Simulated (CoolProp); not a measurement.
1000 sccm (0 °C, 1 atm) of nitrogen bubbles through liquid dimethyl carbonate at 285.9 K and leaves saturated at a total pressure of 0.0409 MPa (ideal gas phase). Each further row changes one setting.

The numbers come from the reference Helmholtz-energy equation of state, Zhou 2011 in CoolProp.

```tsv
case	vapour pressure (kPa)	mole fraction of vapour	delivery (mg/min)	delivery (sccm)	change of delivery for a bath 1 K warmer (%)
as stated	3.75	0.0917	406	101	6.4
bath temperature 290.9 K	4.95	0.121	554	138	6.4
total pressure 0.0818 MPa	3.75	0.0458	193	48.1	6.1
```
